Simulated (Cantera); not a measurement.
Input (Python, Cantera):

```python
import numpy as np
import cantera as ct

gas = ct.Solution("gri30.yaml")
gas.TPX = 1650, 31, {'C2H6': 1, 'N2': 6.2}
inlet = ct.Reservoir(gas, clone=True)

reactor = ct.IdealGasConstPressureReactor(gas, energy="off", clone=False)
exhaust = ct.Reservoir(gas, clone=True)
tau = [4.7, 2.2, 1.1, 0.52, 0.25, 0.12, 0.059, 0.028, 0.014, 0.0066][0]
for a, b in ((inlet, reactor), (reactor, exhaust)):
    ct.MassFlowController(a, b, mdot=lambda t: reactor.mass / tau)
net = ct.ReactorNet([reactor])
show = ['C2H6', 'H', 'CH3', 'C2H4', 'CH4', 'HCN', 'C2H']

rows = []
print(f"{'tau/s':>10s}{'T/K':>9s}" + "".join(f"{s:>11s}" for s in show))
for tau in [4.7, 2.2, 1.1, 0.52, 0.25, 0.12, 0.059, 0.028, 0.014, 0.0066]:
    net.initial_time = 0.0
    net.advance(30 * tau)
    before = gas.X
    net.advance(40 * tau)
    drift = np.max(np.abs(gas.X - before) / (gas.X + 1e-9))
    rows.append([gas.T, *gas[show].X, drift])
    print(f"{tau:10.3e}{gas.T:9.1f}" + "".join(f"{x:11.3e}" for x in gas[show].X))
```

It prints:

```
     tau/s      T/K       C2H6          H        CH3       C2H4        CH4        HCN        C2H
 4.700e+00   1650.0  3.874e-04  1.240e-03  3.460e-03  2.193e-03  2.429e-02  1.977e-05  2.863e-06
 2.200e+00   1650.0  7.998e-04  1.303e-03  5.031e-03  4.112e-03  3.088e-02  1.338e-05  3.042e-06
 1.100e+00   1650.0  1.545e-03  1.362e-03  7.052e-03  7.082e-03  3.710e-02  9.355e-06  3.200e-06
 5.200e-01   1650.0  3.142e-03  1.420e-03  1.009e-02  1.222e-02  4.301e-02  6.355e-06  3.312e-06
 2.500e-01   1650.0  6.268e-03  1.455e-03  1.420e-02  1.962e-02  4.638e-02  4.348e-06  3.266e-06
 1.200e-01   1650.0  1.244e-02  1.443e-03  1.962e-02  2.885e-02  4.535e-02  2.942e-06  2.929e-06
 5.900e-02   1650.0  2.374e-02  1.357e-03  2.572e-02  3.668e-02  3.868e-02  1.948e-06  2.230e-06
 2.800e-02   1650.0  4.462e-02  1.155e-03  3.090e-02  3.770e-02  2.637e-02  1.153e-06  1.239e-06
 1.400e-02   1650.0  7.284e-02  8.730e-04  3.086e-02  2.807e-02  1.399e-02  6.038e-07  4.680e-07
 6.600e-03   1650.0  1.043e-01  5.325e-04  2.378e-02  1.256e-02  5.034e-03  2.203e-07  8.144e-08
```

Model: GRI-Mech 3.0 (53 species, 325 reactions), integrated in Cantera. GRI-Mech 3.0 stops at C3 and has no aromatics, soot or wall deposition, so with more carbon than oxygen in the feed, carbon stays in small species such as C2H2 where larger ones or solid carbon would form. Radical loss at walls, strong at low pressure, is not modelled.
